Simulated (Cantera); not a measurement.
Charge: 1 mol Cu2O, 2600 mol H2, equilibrated at 1950 K and 1.50 mbar.

Cantera equilibrium calculation (NASA polynomials, part measured and part estimated; ideal gas, pure solids and liquids). Candidate condensed phases: Cu, CuO, Cu(OH)2, Cu2O, H2O; 12 gas species. The numbers say what is thermodynamically allowed, not how fast it happens.

Base state: H2 0.970, H 0.0291, Cu 0.000757, H2O 0.000378 (mole fractions); condensed: gas only.

### Question
What changes in the equilibrium state with this change: H2 from 2600 to 1.1 mol?

### Answer
```
species    before     after
-------  --------  --------
Cu       0.000757     0.639
H2O      0.000378     0.312
H2          0.970    0.0359
H          0.0291   0.00561
O2          <1e-9   0.00192
Cu2       1.12e-9  0.000795
CuO         <1e-9  0.000122
```
